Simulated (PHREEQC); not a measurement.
Solution A (0.0018 mol/kgw CaCl2, 3.9e-05 mol/kgw Na2HPO4 and 0.12 mol/kgw MgSO4) is mixed with solution B (8.5 mmol/kgw NiSO4) at 25 °C; shares are by mass of water, 1 kg in all. Oxygen is held at 0.21 atm. The system is closed to CO2. The run lets Gypsum, Brucite, Portlandite, Hydroxyapatite, Ni(OH)2, Ni3(PO4)2, Ni4(OH)6SO4, Halite, Mirabilite, Epsomite, Morenosite precipitate or redissolve, and no other solid.

Computed with PHREEQC (ion-association model, wateq4f.dat).

Predict pH at share of solution B = 0.15, 0.85.


```tsv
share of solution B	pH
0.15	7.23
0.85	6.75
```

Species that the database lacks are ignored. H3PO4, which wateq4f.dat lacks, is added to it with the constant of phreeqc.dat. The database has no phosphate complexes of Ni. The database's Ni(OH)2 is the aged solid; a fresh precipitate is more soluble.
